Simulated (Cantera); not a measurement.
A freely propagating, adiabatic, planar premixed flame of CH4 : O2 : N2 = 1 : 2.08 : 9.38 (molar parts), unburnt at 500 K and 1.00 atm; mixture-averaged transport, grid criteria slope 0.08 and curve 0.16, no radiation.

Detailed kinetics in Cantera: GRI-Mech 3.0 (53 species, 325 reactions). Burning velocities carry a grid error of a few per cent, more on coarse grids.

Task: Predict: laminar burning velocity; thermal thickness; peak x(HO2); peak x(C2H2); peak x(HCN).

Result: 
- laminar burning velocity: 64.2 cm/s
- thermal thickness: 0.459 mm
- peak x(HO2): 0.000137
- peak x(C2H2): 7.58e-5
- peak x(HCN): 2.35e-6
